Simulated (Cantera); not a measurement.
A jet of CH4 : O2 : N2 = 0.02 : 0.078 : 0.79 (molar parts), equivalence ratio 0.51 at 300 K and 10000 Pa hits a platinum plate 3.1 cm away at a mass flux of 0.13 kg/m²/s; the plate temperature is set and raised in steps from an oxygen-covered start.

Model: Deutschmann's 1995 Pt surface mechanism with GRI-Mech 3.0 gas chemistry, integrated in Cantera. Catalytic surfaces can have several steady states; this one follows from the mechanism file's or the stated starting coverage.

x: mole fraction at the wall; θ: surface coverage.

```csv
plate T (K),wall x CH4,wall x O2,wall x H2O,wall x OH,wall x CO,wall x CO2,θ free Pt,θ O*,θ OH*
850,0.0194,0.0812,0.00589,<1e-8,…,0.00384,0.150,0.849,0.000726
900,0.0165,0.0751,0.0112,1.98e-8,…,0.00731,0.216,0.784,0.000917
950,0.0134,0.0685,0.0169,6.54e-8,7.39e-6,0.0111,0.287,0.712,0.00101
1000,0.0106,0.0626,0.0221,1.83e-7,8.00e-6,0.0145,0.362,0.637,0.00102
1050,0.00847,0.0580,0.0260,4.51e-7,8.57e-6,0.0171,0.435,0.564,0.000968
1100,0.00686,0.0547,0.0289,9.96e-7,9.24e-6,0.0191,0.506,0.493,0.000884
1150,0.00569,0.0522,0.0310,2.01e-6,…,0.0204,0.572,0.427,0.000787
```

Problem. What belongs in the gaps?

Solution. 
- 850, wall x CO: 5.32e-6
- 900, wall x CO: 6.53e-6
- 1150, wall x CO: 1.01e-5
